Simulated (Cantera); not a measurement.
A perfectly stirred reactor is fed with CH₄ : C₂H₆ : C₃H₈ : O₂ : N₂ = 1 : 0.47 : 0.51 : 8.37 : 42.7 (molar parts), at 3.26 atm; it is adiabatic with a 575 K inlet, and is followed from long to short residence time, starting on the burning branch (τ in s: 0.3, 0.071, 0.017, 0.0041, 0.00099, 0.00024, 5.7e-05, 1.4e-05, 3.3e-06).

Cantera simulation using GRI-Mech 3.0 (53 species, 325 reactions); the numbers are that mechanism's predictions, not measurements. GRI-Mech 3.0 was tuned for natural gas; its chemistry of propane as a main component is partial and can be far from experiment.

x: mole fraction; the columns are a selection and need not sum to one.

```
τ (s)    T (K)     x CH₄   x C₂H₆   x C₃H₈      x OH    x CH₂   x H₂O
-------  -----  --------  -------  -------  --------  -------  ------
0.30      1867   8.20e-7  5.95e-8  5.68e-8  0.000617  7.00e-9   0.101
0.071     1864       ___      ___      ___       ___      ___   0.101
0.017     1858   5.95e-6  5.94e-7  6.28e-7   0.00119  9.62e-8   0.100
0.0041    1843   1.49e-5  1.64e-6  1.77e-6   0.00175  3.17e-7  0.0997
0.00099   1811       ___      ___      ___       ___      ___  0.0983
0.00024   1744  0.000128  1.42e-5  1.43e-5   0.00286  2.71e-6  0.0960
5.7e-5     575    0.0189  0.00886  0.00961    <1e-12   <1e-12  <1e-12
1.4e-5     575    0.0189  0.00886  0.00961    <1e-12   <1e-12  <1e-12
3.3e-6     575    0.0189  0.00886  0.00961    <1e-12   <1e-12  <1e-12
```

**Question.** Fill in the missing entries.

**Answer.** 
- 0.071, x CH₄: 2.34e-6
- 0.071, x C₂H₆: 2.00e-7
- 0.071, x C₃H₈: 2.01e-7
- 0.071, x OH: 0.000820
- 0.071, x CH₂: 2.70e-8
- 0.00099, x CH₄: 3.96e-5
- 0.00099, x C₂H₆: 4.51e-6
- 0.00099, x C₃H₈: 4.79e-6
- 0.00099, x OH: 0.00243
- 0.00099, x CH₂: 9.64e-7
